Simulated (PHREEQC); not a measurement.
PHREEQC input (ion-association model, wateq4f.dat):

```
SOLUTION_MASTER_SPECIES
  An  An-  0  An  62.0  # stands for a non-complexing anion
SOLUTION_SPECIES
  An- = An-
    -log_k 0
    -gamma 3.0 0
PHASES
  Fix_H+
    H+ = H+
    -log_k 0
SOLUTION 1
  temp 25
  units mmol/kgw
  pH 7 charge
  As(3) 0.0076
  Na 5.0076
  An 5
END
SELECTED_OUTPUT 1
  -reset false
  -pH true
  -pe true
  -ionic_strength true
  -water true
  -totals As Na As(3) As(5)
  -molalities Hfo_wOH Hfo_wOH2+ Hfo_wO- Hfo_sOH Hfo_sOH2+ Hfo_sO- Hfo_wH2AsO3
  -saturation_indices Arsenolite
USER_PUNCH 1
  -headings sigma psi
  10 PUNCH EDL("sigma", "Hfo"), EDL("psi", "Hfo")
PRINT
  -reset false
USE solution 1
SURFACE 1
  Hfo_wOH 3.14607e-05 600 0.014
  Hfo_sOH 7.86517e-07
EQUILIBRIUM_PHASES 1
  Fix_H+ -4 HAn 10
    -force_equality true
END
# ... the last block is repeated for the other 16 points of pH, with NaOH or the acid as the point needs
```

Selected output (columns that matter, 16 of 17 rows; pH added in front):

```
pH	mu	As	Na	m_Hfo_wOH	m_Hfo_wOH2+	m_Hfo_wO-	m_Hfo_sOH	m_Hfo_sOH2+	m_Hfo_sO-	m_Hfo_wH2AsO3	si_Arsenolite	sigma	psi
4	0.005122	1.9349e-06	0.0050076	1.1376e-05	1.4211e-05	2.0862e-07	3.4686e-07	4.333e-07	6.3609e-09	5.6651e-06	-10.046	0.16575	0.18891
4.5	0.0050467	1.614e-06	0.0050076	1.441e-05	1.0616e-05	4.4809e-07	4.4491e-07	3.2778e-07	1.3834e-08	5.986e-06	-10.203	0.12041	0.17289
5	0.005022	1.4409e-06	0.0050076	1.6608e-05	7.8926e-06	8.0064e-07	5.1628e-07	2.4535e-07	2.4888e-08	6.159e-06	-10.302	0.083999	0.15458
5.5	0.0050134	1.3503e-06	0.0050076	1.7987e-05	5.9856e-06	1.2383e-06	5.6115e-07	1.8673e-07	3.8631e-08	6.2496e-06	-10.358	0.056232	0.13416
6	0.0050102	1.3063e-06	0.0050076	1.8733e-05	4.736e-06	1.6975e-06	5.8546e-07	1.4801e-07	5.3051e-08	6.2936e-06	-10.387	0.035992	0.11164
6.5	0.0050089	1.2881e-06	0.0050076	1.9084e-05	3.9562e-06	2.1089e-06	5.9683e-07	1.2373e-07	6.5954e-08	6.3117e-06	-10.401	0.02188	0.08716
7	0.0050082	1.2854e-06	0.0050076	1.9232e-05	3.4793e-06	2.4352e-06	6.0152e-07	1.0883e-07	7.6168e-08	6.3144e-06	-10.407	0.012364	0.06108
7.5	0.0050079	1.2992e-06	0.0050076	1.9297e-05	3.1799e-06	2.6827e-06	6.0325e-07	9.9407e-08	8.3863e-08	6.3006e-06	-10.412	0.0058838	0.033901
8.5	0.0050075	1.5093e-06	0.0050076	1.9469e-05	2.7982e-06	3.1031e-06	6.0357e-07	8.675e-08	9.6201e-08	6.0904e-06	-10.449	-0.0036187	-0.021742
9	0.0050121	1.9563e-06	0.0050125	1.9779e-05	2.6286e-06	3.4095e-06	6.0257e-07	8.008e-08	1.0387e-07	5.6435e-06	-10.529	-0.0092512	-0.049308
9.5	0.0050371	2.99e-06	0.0050378	2.0479e-05	2.4504e-06	3.921e-06	5.9988e-07	7.1777e-08	1.1486e-07	4.6099e-06	-10.735	-0.017394	-0.076188
10	0.0051136	4.6349e-06	0.0051149	2.1507e-05	2.2245e-06	4.7636e-06	5.9363e-07	6.14e-08	1.3148e-07	2.965e-06	-11.161	-0.029975	-0.10202
10.5	0.0053507	6.2001e-06	0.0053529	2.2145e-05	1.8532e-06	6.0624e-06	5.7941e-07	4.8486e-08	1.5862e-07	1.3998e-06	-11.838	-0.049619	-0.12616
11	0.0060993	7.0966e-06	0.0061028	2.1517e-05	1.3035e-06	8.1368e-06	5.4667e-07	3.3118e-08	2.0673e-07	5.0342e-07	-12.702	-0.080491	-0.14744
11.5	0.0085035	7.4547e-06	0.0085092	1.8802e-05	6.8465e-07	1.1829e-05	4.7223e-07	1.7196e-08	2.9709e-07	1.4531e-07	-13.664	-0.13123	-0.16394
12	0.016425	7.5693e-06	0.016434	1.2802e-05	2.0379e-07	1.8424e-05	3.2037e-07	5.0997e-09	4.6105e-07	3.0735e-08	-14.679	-0.21454	-0.17226
```

Species that the database lacks are ignored.
